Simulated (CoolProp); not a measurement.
n-perfluorobutane at several states: density (kg/m³) from the reference equation and from simpler models built on Tc = 386.3 K, pc = 23.22 bar, ω = 0.372; each cubic takes its own stable root.

Computed with CoolProp (reference Helmholtz-energy equation of state, Gao 2022).

| T (K) | p (bar) | phase | reference | van der Waals | Redlich-Kwong | Peng-Robinson |
|---|---|---|---|---|---|---|
| 406.5 | 3.21 | gas | 23.51 | 23.48 | 23.59 | 23.67 |
| 200.6 | 53.3 | liquid | 1853 | 1151 | 1681 | 1945 |
| 172.8 | 0.137 | liquid | 1938 | 2.295 | 1727 | 1993 |
| 245 | 100 | liquid | 1724 | 1121 | 1596 | 1853 |

At some of these states van der Waals gives the other phase, because its saturation line lies elsewhere.
